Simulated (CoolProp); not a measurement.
Properties of oxygen along the isotherm -97.95 °C.

Model: reference Helmholtz-energy equation of state, Schmidt 1985, in CoolProp.

```json
[
 {"p (MPa)": "0.0239", "phase": "gas", "expansivity (1/kK)": "5.727", "viscosity (µPa s)": "13.1", "conductivity (mW/(m K))": "16.0"},
 {"p (MPa)": "0.0404", "phase": "gas", "expansivity (1/kK)": "5.740", "viscosity (µPa s)": "13.1", "conductivity (mW/(m K))": "16.0"},
 {"p (MPa)": "0.0682", "phase": "gas", "expansivity (1/kK)": "5.762", "viscosity (µPa s)": "13.1", "conductivity (mW/(m K))": "16.0"},
 {"p (MPa)": "0.115", "phase": "gas", "expansivity (1/kK)": "5.800", "viscosity (µPa s)": "13.1", "conductivity (mW/(m K))": "16.1"},
 {"p (MPa)": "0.194", "phase": "gas", "expansivity (1/kK)": "5.865", "viscosity (µPa s)": "13.1", "conductivity (mW/(m K))": "16.1"},
 {"p (MPa)": "0.328", "phase": "gas", "expansivity (1/kK)": "5.977", "viscosity (µPa s)": "13.2", "conductivity (mW/(m K))": "(withheld)"},
 {"p (MPa)": "0.553", "phase": "gas", "expansivity (1/kK)": "6.175", "viscosity (µPa s)": "13.2", "conductivity (mW/(m K))": "16.4"},
 {"p (MPa)": "0.933", "phase": "gas", "expansivity (1/kK)": "(withheld)", "viscosity (µPa s)": "(withheld)", "conductivity (mW/(m K))": "(withheld)"},
 {"p (MPa)": "1.57", "phase": "gas", "expansivity (1/kK)": "7.224", "viscosity (µPa s)": "13.5", "conductivity (mW/(m K))": "17.3"},
 {"p (MPa)": "2.66", "phase": "gas", "expansivity (1/kK)": "(withheld)", "viscosity (µPa s)": "13.8", "conductivity (mW/(m K))": "(withheld)"},
 {"p (MPa)": "4.49", "phase": "gas", "expansivity (1/kK)": "(withheld)", "viscosity (µPa s)": "14.8", "conductivity (mW/(m K))": "21.5"},
 {"p (MPa)": "7.57", "phase": "supercritical", "expansivity (1/kK)": "31.64", "viscosity (µPa s)": "19.7", "conductivity (mW/(m K))": "(withheld)"}
]
```

Task: Complete the blanks.

Result: 
- 0.328, conductivity (mW/(m K)): 16.2
- 0.933, expansivity (1/kK): 6.535
- 0.933, viscosity (µPa s): 13.3
- 0.933, conductivity (mW/(m K)): 16.7
- 2.66, expansivity (1/kK): 8.732
- 2.66, conductivity (mW/(m K)): 18.5
- 4.49, expansivity (1/kK): 12.87
- 7.57, conductivity (mW/(m K)): 33.1

Viscosity comes from a separate model (Lemmon 2004). Thermal conductivity comes from a separate model (Lemmon 2004).
